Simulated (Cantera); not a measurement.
A perfectly stirred reactor is fed with 1.97 % CH₃OH, 4.40 % O₂, 93.6 % N₂, equivalence ratio 0.67, at 6680 Torr; it is held at 1025 K, and followed from long to short residence time.

Detailed kinetics in Cantera: GRI-Mech 3.0 (53 species, 325 reactions). GRI-Mech 3.0 was tuned for natural gas; its chemistry of methanol as a main component is partial and can be far from experiment. The temperature is held fixed by assumption; the heat of reaction is taken as removed at once.

### Question
Predict: x(CH₃OH) at τ = 2.50 s; x(O₂) at τ = 2.50 s; x(CH₃OH) at τ = 0.110 s; x(O₂) at τ = 0.110 s; x(HCO) at τ = 0.110 s.

### Answer
```
Property                   Result
-----------------------  --------
x(CH₃OH) at τ = 2.50 s   0.000161
x(O₂) at τ = 2.50 s        0.0159
x(CH₃OH) at τ = 0.110 s   0.00110
x(O₂) at τ = 0.110 s       0.0215
x(HCO) at τ = 0.110 s     5.37e-9
```
